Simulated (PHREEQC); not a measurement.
Make-up at 25 °C: 0.0041 mol NaHSO4, 0.085 mol Na2HPO4 and 0.0052 mol KCl per kg of water. Closed to the air; pH follows from the charge balance.

All values are PHREEQC results (ion-association model, phreeqc.dat), not measurements.

The ionic strength comes out as 0.249 mol/kgw. What activity coefficients do PO4-3, SO4-2, NaSO4-, KHPO4-, H2PO4- get?

PO4-3 0.041, SO4-2 0.27, NaSO4- 0.73, KHPO4- 0.73, H2PO4- 0.73.

This is a speciation only: nothing precipitates in the calculation. Species that the database lacks are ignored.
